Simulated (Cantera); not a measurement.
Feed: 1 mol BN, 7.5 mol H2, held at 0.100 bar.

These are equilibrium values from Cantera (NASA tables, ideal gas, pure condensed phases), not measurements of a reactor. Candidate condensed phases: B, BN; 28 gas species. Ions and electrons are included (thermal ionisation). The tables' values for BH2 are old estimates; treat these amounts as uncertain. Gases not in the tables: B2H6 and higher boranes. Kinetics and transport are ignored.

log p: log10 of the partial pressure in bar; n: condensed amount in mol.

```tsv
T (°C)	log p H	log p H2	log p B	log p N2	log p N	n B(l)
2227	-2.13	-1.06	-4.06	-2.22	-7.64	0.963
2727	(withheld)	(withheld)	(withheld)	(withheld)	(withheld)	(withheld)
3227	-1.13	-1.81	-2.16	-2.46	-4.88	0
3727	-1.06	(withheld)	-2.21	-2.51	(withheld)	0
4227	-1.05	-3.17	-2.22	-2.55	-3.32	0
4727	-1.05	-3.71	-2.23	-2.65	-2.81	0
```

Fill in the missing entries.


- 3727, log p H2: -2.52
- 3727, log p N: -4.01
- 2727, log p H: -1.44
- 2727, log p H2: -1.27
- 2727, log p B: -2.34
- 2727, log p N2: -2.32
- 2727, log p N: -6.02
- 2727, n B(l): 0.427
